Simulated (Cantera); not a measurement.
A closed system holds: 1 mol Cr, 2 mol NH₃, held at 2423.15 K and 1.90 bar.

These are equilibrium values from Cantera (NASA tables, ideal gas, pure condensed phases), not measurements of a reactor. Candidate condensed phases: Cr, CrN, Cr₂N; 11 gas species. Equilibrium is a limit: real reactors are often held back by kinetics, nucleation or transport.

Base state: H₂ 0.722, N₂ 0.242, Cr 0.0252, H 0.0109 (mole fractions); condensed: Cr(l).

Problem. What changes in the equilibrium state with this change: temperature from 2423.15 K to 1223.15 K?

Solution. 
| species | before | after |
|---|---|---|
| H₂ | 0.722 | 0.857 |
| N₂ | 0.242 | 0.143 |
| NH₃ | 6.47e-6 | 9.79e-5 |
| Cr | 0.0252 | <1e-9 |
| H | 0.0109 | 2.02e-7 |
| Cr(l), mol | 0.896 | 0 |
| CrN(s), mol | 0 | 1.00 |

Problem. What changes in the equilibrium state with this change: temperature from 2423.15 K to 1825 K?

Solution. 
| species | before | after |
|---|---|---|
| H₂ | 0.722 | 0.750 |
| N₂ | 0.242 | 0.250 |
| H | 0.0109 | 0.000277 |
| Cr | 0.0252 | 6.90e-5 |
| NH₃ | 6.47e-6 | 1.71e-5 |
| Cr(l), mol | 0.896 | 0 |
| Cr(s), mol | 0 | 1.000 |
